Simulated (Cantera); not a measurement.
## Thermodynamics of metals in furnace atmospheres, feed Pb + NH₃ + H₂

Feed: 1 mol Pb, 6.2 mol NH₃, 18 mol H₂, at 0.760 bar.

These are equilibrium values from Cantera (NASA tables, ideal gas, pure condensed phases), not measurements of a reactor. Candidate condensed phases: Pb; 11 gas species. The numbers say what is thermodynamically allowed, not how fast it happens.

From 723 K to 1323 K the condensed part is Pb(l). From 1523 K to 1923 K nothing is condensed.

```csv
T (K),log p H₂,log p N₂,log p Pb,log p NH₃,log p H,n Pb(l)
723,-0.17,-1.11,-8.51,-2.96,<-12,1.00
923,-0.17,-1.11,-5.60,-3.80,-9.69,1.000
1123,-0.17,-1.11,-3.74,-4.36,-7.45,0.993
1323,-0.17,-1.11,-2.45,-4.75,-5.88,0.859
1523,-0.18,-1.12,-1.62,-5.07,-4.73,0
1723,-0.18,-1.12,-1.62,-5.29,-3.83,0
1923,-0.18,-1.12,-1.62,-5.47,-3.12,0
```
log p: log10 of the partial pressure in bar; n: condensed amount in mol.
